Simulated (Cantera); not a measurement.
What does this Cantera script print?

```python
import numpy as np
import cantera as ct

gas_names = """
    H HO2 H2 H2O H2O2 O OH O2 O3 Si SiH SiH2 SiH3 SiH4 SiO SiO2 Si2 Si3
""".split()
cond_names = """
    H2O(s) H2O(L) Si(cr) Si(L) SiO2(Lqz) SiO2(hqz) SiO2(L)
""".split()


# ... load() reads the species with a 1 bar reference pressure and builds the phases ...
atoms = {
    'Si': {'Si': 1},
    'O2': {'O': 2},
    'H2': {'H': 2},
}
top_T = {}  # K; cautious upper limits of use, not melting points


# ... equilibrate(T, P, feed) seeds the gas with the atoms and calls Mixture.equilibrate('TP', solver="vcs", rtol=1e-11, max_steps=5000) ...
results = []
feed = {'Si': 1, 'O2': 2.6, 'H2': 18}  # mol
P = 6900  # Pa
for T in [1225, 1300, 1375, 1450, 1525, 1600, 1675, 1750, 1825, 1900, 1975]:
    mix = equilibrate(T, P, feed)
    results.append((T, P, feed, dict(zip(mix.species_names, mix.species_moles))))

top = {s: max(r[3][s] / sum(r[3][g] for g in gas_names) for r in results) for s in gas_names}
cols = sorted((s for s in top if top[s] > 1e-05), key=lambda s: -top[s])[:8]
seen = [c for c in cond_names if any(r[3].get(c, 0) > 1e-12 for r in results)]
print("log10 of partial pressures in bar; condensed amounts in mol")
print(f"{'T/K':>10s}" + "".join(f"{s[:9]:>10s}" for s in cols + seen))
for T, P, feed, n in results:
    ng = sum(n[g] for g in gas_names)
    print(f"{T:10.4g}" + "".join(f"{np.log10(max(n[s] / ng * P / 1e5, 1e-99)):10.3f}" for s in cols)
          + "".join(f"{n.get(c, 0):10.4g}" for c in seen))
```

Output:

```
log10 of partial pressures in bar; condensed amounts in mol
       T/K        H2       H2O         H       SiO        OH SiO2(hqz)   SiO2(L)
      1225    -1.246    -1.911    -7.129   -12.356    -9.835         1         0
      1300    -1.246    -1.911    -6.579   -11.012    -9.128         1         0
      1375    -1.246    -1.911    -6.088    -9.818    -8.498         1         0
      1450    -1.246    -1.911    -5.647    -8.751    -7.933         1         0
      1525    -1.246    -1.911    -5.249    -7.792    -7.423         1         0
      1600    -1.246    -1.911    -4.888    -6.926    -6.960         1         0
      1675    -1.246    -1.911    -4.558    -6.139    -6.539    0.9998         0
      1750    -1.247    -1.911    -4.257    -5.430    -6.153         0     0.999
      1825    -1.247    -1.911    -3.980    -4.786    -5.799         0    0.9957
      1900    -1.248    -1.910    -3.725    -4.197    -5.472         0    0.9834
      1975    -1.252    -1.906    -3.490    -3.660    -5.165         0    0.9425
```

These are equilibrium values from Cantera (NASA tables, ideal gas, pure condensed phases), not measurements of a reactor. The tables hold silica as quartz up to 1696 K and as liquid above; real silica turns to tridymite and cristobalite and melts near 1996 K. Gases not in the tables: Si(OH)4.
